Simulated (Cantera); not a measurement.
Input: 1 mol n-butane, 0.045 mol NH3, 0.18 mol N2, equilibrated at 2675 °C and 1 atm.

Equilibrium computed with Cantera from the NASA thermochemical tables; the gas is ideal and each condensed phase is pure. Kinetics and transport are ignored.

| species | before | after |
|---|---|---|
| H2 | 0.787 | 0.861 |
| CH4 | 5.17e-5 | 0.0966 |
| N2 | 0.0218 | 0.0421 |
| H | 0.118 | <1e-9 |
| C2H2 (acetylene) | 0.0420 | <1e-9 |
| HCN | 0.0239 | 6.33e-7 |
| HNC | 0.00433 | <1e-9 |
| C2H | 0.00101 | <1e-9 |
| C4H2 | 0.000935 | <1e-9 |
| CN | 0.000353 | <1e-9 |
| C3 | 0.000175 | <1e-9 |
| C2H2 (vinylidene) | 0.000117 | <1e-9 |
| C(graphite), mol | 3.33 | 3.54 |
Gas species are given as mole fractions.

What was changed between the two runs?
(A) temperature from 2675 °C to 477 °C
(B) N2 from 0.18 to 5.1 mol
(C) pressure from 1 atm to 0.133 bar
(D) temperature from 2675 °C to 700 °C

D, temperature from 2675 °C to 700 °C
